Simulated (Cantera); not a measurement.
A perfectly stirred reactor is fed with 80.6 % NO, 19.4 % N2, at 16.5 Torr; it is held at 2050 K, and followed from long to short residence time.

Detailed kinetics in Cantera: GRI-Mech 3.0 (53 species, 325 reactions). Radical loss at walls, strong at low pressure, is not modelled.

x: mole fraction; the columns are a selection and need not sum to one.

```tsv
τ (s)	x NO	x O2	x N2	x O	x N2O	x NO2
0.69	0.714	0.0450	0.239	0.00173	___	7.43e-5
0.25	0.776	0.0141	0.208	0.00125	0.000198	4.88e-5
0.091	0.797	0.00417	0.198	0.000950	0.000209	3.45e-5
0.033	0.803	0.00102	0.195	0.000653	___	2.46e-5
0.012	0.806	0.000168	0.194	0.000331	___	1.38e-5
0.0043	0.806	1.89e-5	0.194	0.000118	___	4.66e-6
0.0016	0.806	2.27e-6	0.194	4.07e-5	___	1.10e-6
0.00057	0.806	2.70e-7	0.194	1.39e-5	___	1.88e-7
```

Problem. Fill in the missing entries.

Solution. 
- 0.69, x N2O: 0.000154
- 0.033, x N2O: 0.000192
- 0.012, x N2O: 0.000142
- 0.0043, x N2O: 7.62e-5
- 0.0016, x N2O: 3.38e-5
- 0.00057, x N2O: 1.29e-5
